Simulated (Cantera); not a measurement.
A Cantera script and what it prints.

```python
import numpy as np
import cantera as ct

gas_names = """
    HCL F MgCL2 HF
""".split()
cond_names = """
    Mg(cr) Mg(L)
""".split()


# ... load() reads the species with a 1 bar reference pressure and builds the phases ...
species = {s.name: s for s in load("nasa_gas.yaml", gas_names) + load("nasa_condensed.yaml", cond_names)}
# Each term lists the table entries of one substance; the one whose range holds T is used.
reactions = {
    '2 HCl(g) + Mg + 2 F(g) = MgCl2(g) + 2 HF(g)':
        [(-2, ['HCL']), (-1, ['Mg(cr)', 'Mg(L)']), (-2, ['F']), (1, ['MgCL2']), (2, ['HF'])],
}


def pick(names, T):
    return next(species[n] for n in names if species[n].thermo.min_temp <= T <= species[n].thermo.max_temp)


results = []
for label, terms in reactions.items():
    print(label)
    print("     T/K   dH/kJ  dS/(J/K)   dG/kJ   log10 K")
    for T in [873, 898, 923, 948, 973, 998, 1023, 1048, 1073, 1098, 1123]:
        used = [(nu, pick(names, T)) for nu, names in terms]
        dH = sum(nu * s.thermo.h(T) for nu, s in used) / 1e6
        dS = sum(nu * s.thermo.s(T) for nu, s in used) / 1e3
        dG = dH - T * dS / 1e3
        logK = -dG * 1e6 / (ct.gas_constant * T * np.log(10))
        results.append((label, T, dH, dS, dG, logK, [s.name for _, s in used]))
        print(f"{T:8g} {dH:8.1f} {dS:8.1f} {dG:8.1f} {logK:8.2f}")
```

Result:

```
2 HCl(g) + Mg + 2 F(g) = MgCl2(g) + 2 HF(g)
     T/K   dH/kJ  dS/(J/K)   dG/kJ   log10 K
     873   -919.0   -112.6   -820.6    49.10
     898   -919.3   -113.1   -817.8    47.57
     923   -919.7   -113.5   -815.0    46.12
     948   -928.6   -123.1   -811.9    44.73
     973   -929.0   -123.6   -808.8    43.42
     998   -929.5   -124.0   -805.7    42.17
    1023   -929.9   -124.5   -802.6    40.98
    1048   -930.4   -124.9   -799.5    39.85
    1073   -930.8   -125.3   -796.4    38.77
    1098   -931.3   -125.7   -793.2    37.74
    1123   -931.7   -126.1   -790.1    36.75
```

Source: NASA polynomial tables (part measured, part estimated), evaluated in Cantera. Condensed species are held in their standard states even where they would react or evaporate.
